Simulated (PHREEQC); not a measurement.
Synthetic water in mg/kgw, 25 °C, pH 6.21, pe 12.4:

```tsv
constituent	mg/kgw
Na	0.00295
K	1.57e-05
Ca	0.00807
Mg	0.00565
Cl	0.0084
S(6) as SO4	0.0239
Alkalinity as HCO3	0.0177
Li	0.000124
Cu(2)	0.000192
```

Valence states are taken as typed.

The numbers come from PHREEQC with the ion-association model, phreeqc.dat.

No solid was allowed to form.

### Question
Order these Cu species by the share of Cu that they hold, largest first: CuOH+, Cu+2, Cu(OH)2.

### Answer
Cu+2 (93 %), Cu(OH)2 (5.1 %), CuOH+ (1.5 %)

The ionic strength is 2.33e-6 mol/kgw.
